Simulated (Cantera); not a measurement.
What does this Cantera script print?

```python
import numpy as np
import cantera as ct

gas_names = """
    H HO2 H2 H2O H2O2 O OH O2 O3 Pb PbO Pb2
""".split()
cond_names = """
    H2O(s) H2O(L) Pb(cr) Pb(L) PbO(rd) PbO(yw) PbO(L) PbO2(s) Pb3O4(s)
""".split()


# ... load() reads the species with a 1 bar reference pressure and builds the phases ...
atoms = {
    'PbO': {'Pb': 1, 'O': 1},
    'H2': {'H': 2},
}
top_T = {'Pb3O4(s)': 820}  # K; cautious upper limits of use, not melting points


# ... equilibrate(T, P, feed) seeds the gas with the atoms and calls Mixture.equilibrate('TP', solver="vcs", rtol=1e-11, max_steps=5000) ...
results = []
feed = {'PbO': 1, 'H2': 40}  # mol
T = 1275  # K
P = 133.322  # Pa
mix = equilibrate(T, P, feed)
results.append((T, P, feed, dict(zip(mix.species_names, mix.species_moles))))
print(gas.report(threshold=0.001))
for i in range(1, mix.n_phases):
    print(f"{mix.phase(i).name:16s} {mix.phase_moles(i):12.5e} mol")
```

Output:

```
       temperature   1275 K
          pressure   133.32 Pa
           density   9.3199e-05 kg/m^3
  mean mol. weight   7.4106 kg/kmol
   phase of matter   gas

                          1 kg             1 kmol
                     ---------------   ---------------
          enthalpy        3.7811e+06         2.802e+07  J
   internal energy        2.3506e+06        1.7419e+07  J
           entropy             31459        2.3313e+05  J/K
    Gibbs function       -3.6329e+07       -2.6922e+08  J
 heat capacity c_p            4249.4             31490  J/K
 heat capacity c_v            3127.4             23176  J/K

                      mass frac. Y      mole frac. X     chem. pot. / RT
                     ---------------   ---------------   ---------------
                H2           0.25877            0.9512           -24.813
               H2O          0.059291           0.02439           -58.823
                Pb           0.68194           0.02439           -14.731
     [   +9 minor]        5.7441e-06        1.9769e-05

Pb(L)             0.00000e+00 mol
PbO(L)            0.00000e+00 mol
```

Cantera equilibrium calculation (NASA polynomials, part measured and part estimated; ideal gas, pure solids and liquids).
